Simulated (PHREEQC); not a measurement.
Consider water at 55 °C with 0.00012 mol/kgw CO2. Closed to the air; pH follows from the charge balance.

All values are PHREEQC results (ion-association model, phreeqc.dat), not measurements.

No solid was allowed to form.

Predict the pH, ionic strength.

pH 5.12; ionic strength 7.66e-6 mol/kgw.

In which forms is C present?

CO2 94 %, HCO3- 6.4 % of the C.

Species that the database lacks are ignored. Constants without temperature data keep their 25 °C values here.
